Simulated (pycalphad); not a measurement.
Computed with pycalphad from the COST 507 light-alloy database (1999), at 1 atm. The data set is of 1999 and partly superseded. Not assessed as a whole: an extrapolation from subsystems, which can miss ternary compounds. Phase fractions are per mole of atoms. Kinetics are ignored, which matters at the lower temperatures.

Give the equilibrium state of Ti-1.24V-2.27Si (at.%) at 417 °C.

HCP_A3, fraction 0.915, with 0.93 V, 0.31 Si at.%; SITI3, fraction 0.079, with no V, 25.0 Si at.%; BCC_A2, fraction 0.006, with 69.3 V, 0.07 Si at.%.

Give the equilibrium state of Ti-1.24V-2.27Si (at.%) at 1537 °C.

BCC_A2, fraction 0.780, with 1.2 V, 1.0 Si at.%; LIQUID, fraction 0.220, with 1.4 V, 6.7 Si at.%.

Database names, with the compositions (at.%) that they take in these runs: SITI3: Ti 75 Si 25. BCC_A2 is bcc; HCP_A3 is hcp. An entry "none" or "no" means that the model of the phase leaves that element out.
